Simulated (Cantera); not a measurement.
Feed: 1 mol PH3, 6.5 mol H2, 0.048 mol H2O, at 1202 °C and 0.0120 bar.

Equilibrium computed with Cantera from the NASA thermochemical tables; the gas is ideal and each condensed phase is pure. Gases not in the tables: HPO2, HPO3 and P4O6. Rates play no part.

| species | before | after |
|---|---|---|
| H2 | 0.936 | 0.940 |
| P2 | 0.0582 | 0.0489 |
| H2O | 0.00534 | 0.00562 |
| P4 | 6.40e-5 | 0.00489 |
| PH3 | 1.99e-6 | 0.000199 |
| PO | 0.000261 | 2.41e-5 |
| H | 0.000115 | 1.10e-5 |
Gas species are given as mole fractions.

Problem. Which change was made?
(A) pressure from 0.0120 bar to 1.30 bar
(B) temperature from 1202 °C to 1950 °C
(C) H2 from 6.5 to 0.041 mol
(D) H2 from 6.5 to 0.16 mol

Solution. A, pressure from 0.0120 bar to 1.30 bar
